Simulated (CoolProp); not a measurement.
Vapour-liquid equilibrium of acetone (1) + toluene (2) at 272.3 K; x and y are mole fractions of (1).

Values from CoolProp's multi-fluid Helmholtz-energy mixture model, Lemmon 2006 and Lemmon 2006; pair parameters Bell 2016.

```
x     bubble pressure, mixture model (bar)  bubble pressure, Raoult's law (bar)  y, mixture model  y, Raoult's law
----  ------------------------------------  -----------------------------------  ----------------  ---------------
0.05                               0.01754                              0.01259             0.533            0.353
0.15                               0.03118                              0.02062             0.760            0.646
0.25                               0.04107                              0.02865             0.833            0.775
0.35                               0.04877                              0.03668             0.871            0.848
0.45                            (withheld)                              0.04471        (withheld)            0.894
0.55                               0.06113                              0.05275             0.918            0.927
0.65                               0.06683                              0.06078        (withheld)            0.951
0.75                               0.07263                              0.06881             0.954            0.969
0.85                               0.07876                              0.07684             0.971            0.983
0.95                               0.08536                              0.08487        (withheld)            0.995
```

**Question.** Complete the blanks.

**Answer.** 
- 0.45, bubble pressure, mixture model (bar): 0.05525
- 0.45, y, mixture model: 0.897
- 0.65, y, mixture model: 0.936
- 0.95, y, mixture model: 0.990

The largest gap from Raoult's law is +51.2 % in bubble pressure, at x = 0.15. No azeotrope shows between x = 0.05 and 0.95.

The pair parameters rest on a limited set of measurements; away from them the model extrapolates. With so large a gap from Raoult's law the liquid may split in two, which this calculation doesn't test in full.
